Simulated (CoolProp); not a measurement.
Vapour-liquid equilibrium of acetone (1) + n-heptane (2) at 442.4 K; x and y are mole fractions of (1).

The numbers come from the multi-fluid Helmholtz-energy mixture model, Lemmon 2006 and Span 2003; pair parameters Bell 2016 in CoolProp.

| x | bubble pressure (MPa) | y at the bubble point | dew pressure at overall composition x (MPa) | liquid density (mol/L) |
|---|---|---|---|---|
| 0.05 | 0.6776 | 0.185 | ___ | 5.479 |
| 0.125 | 0.8372 | 0.356 | ___ | 5.647 |
| 0.2 | 0.9736 | 0.464 | 0.6893 | ___ |
| 0.275 | 1.090 | 0.540 | 0.7544 | 6.023 |
| 0.35 | 1.190 | ___ | 0.8308 | 6.238 |
| 0.425 | 1.276 | 0.646 | 0.9210 | 6.478 |
| 0.5 | 1.351 | 0.688 | 1.027 | 6.748 |
| 0.575 | 1.418 | 0.727 | 1.150 | ___ |
| 0.65 | 1.477 | 0.766 | ___ | 7.414 |
| 0.725 | 1.529 | 0.805 | 1.414 | ___ |
| 0.8 | 1.573 | 0.848 | 1.522 | 8.316 |
| 0.875 | ___ | 0.897 | 1.595 | 8.886 |
| 0.95 | 1.633 | 0.955 | 1.632 | 9.556 |

Task: Complete the blanks.

Result: 
- 0.05, dew pressure at overall composition x (MPa): 0.5853
- 0.125, dew pressure at overall composition x (MPa): 0.6335
- 0.2, liquid density (mol/L): 5.827
- 0.35, y at the bubble point: 0.598
- 0.575, liquid density (mol/L): 7.057
- 0.65, dew pressure at overall composition x (MPa): 1.284
- 0.725, liquid density (mol/L): 7.829
- 0.875, bubble pressure (MPa): 1.609

No azeotrope shows between x = 0.05 and 0.95.

Pair parameters are fitted to limited data, so mixtures are less certain than the pure fluids.
